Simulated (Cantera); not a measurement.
## Counterflow diffusion flame

A counterflow diffusion flame at 0.480 bar, nozzles 20 mm apart: fuel side 44.6 % CO, 40.2 % H₂, 15.2 % N₂ at 325 K, oxidiser side 20.0 % O₂, 80.0 % N₂ at 750 K, fuel mass flux 1.2 times the oxidiser's; mixture-averaged transport, no radiation.

Detailed kinetics in Cantera: GRI-Mech 3.0 (53 species, 325 reactions). The maximum strain rate includes the flame's own expansion and is several times the mean.

```
oxidiser flux (kg/m²/s)  max strain (1/s)  mean strain (1/s)  T max (K)  peak x OH  peak x H  peak x NO  peak x CO
-----------------------  ----------------  -----------------  ---------  ---------  --------  ---------  ---------
0.29                                  457                121       1984     0.0132    0.0206    5.05e-5      0.470
0.48                                  723                201       1906     0.0126    0.0241    3.77e-5      0.469
0.81                                 1170                338       1824     0.0119    0.0280    2.93e-5      0.469
1.3                                  1820                543       1739     0.0108    0.0314    2.27e-5      0.468
2.3                                  3080                961       1634    0.00933    0.0348    1.57e-5      0.468
3.8                                  4920               1590       1540    0.00793    0.0364    1.05e-5      0.468
6.3                                  7830               2630       1427    0.00614    0.0347    5.58e-6      0.467
```
x: mole fraction; the columns are a selection and need not sum to one.
